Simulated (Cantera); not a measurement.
Input: 1 mol HgO, 1.9 mol O₂, 0.37 mol N₂, equilibrated at 548.15 K and 143 Torr.

Equilibrium computed with Cantera from the NASA thermochemical tables; the gas is ideal and each condensed phase is pure. Candidate condensed phases: Hg, HgO; 10 gas species. The numbers say what is thermodynamically allowed, not how fast it happens.

Base state: O₂ 0.835, N₂ 0.162, Hg 0.00227 (mole fractions); condensed: HgO(s).

Q: What changes in the equilibrium state with this change: temperature from 548.15 K to 673 K?

A: 
```csv
species,before,after
O₂,0.835,0.637
Hg,0.00227,0.265
N₂,0.162,0.0981
"HgO(s), mol",0.995,0
```
